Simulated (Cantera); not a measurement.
Diamond growth

A diamond (100) surface in a fixed gas of H2 with x(CH4) = 0.006, x(H) = 0.0014, x(CH3) = 0.00022, 0.257 atm; coverages are run to steady state.

Detailed kinetics in Cantera: the Harris–Goodwin 1993 mechanism for the reconstructed diamond (100) surface.

| T (K) | growth (µm/h) | θ c6HH | θ c6H* | θ c6*H | θ c6** | θ c6HM |
|---|---|---|---|---|---|---|
| 925 | 17.7 | 0.583 | 0.0107 | 0.273 | 0.00447 | 0.101 |
| 1000 | 25.7 | 0.541 | 0.0164 | 0.335 | 0.00804 | 0.0728 |
| 1075 | 31.8 | 0.500 | 0.0233 | 0.391 | 0.0129 | 0.0487 |
| 1150 | 28.7 | 0.467 | 0.0312 | 0.442 | 0.0191 | 0.0251 |
| 1225 | 17.9 | 0.438 | 0.0395 | 0.481 | 0.0257 | 0.00853 |
| 1300 | 11.1 | 0.411 | 0.0473 | 0.504 | 0.0317 | 0.00224 |
| 1375 | 8.84 | 0.391 | 0.0543 | 0.515 | 0.0367 | 0.000557 |
θ: site fractions in the mechanism's names (c6HH fully hydrogenated, c6H* and c6*H radical sites, c6** diradical, c6HM methylated).
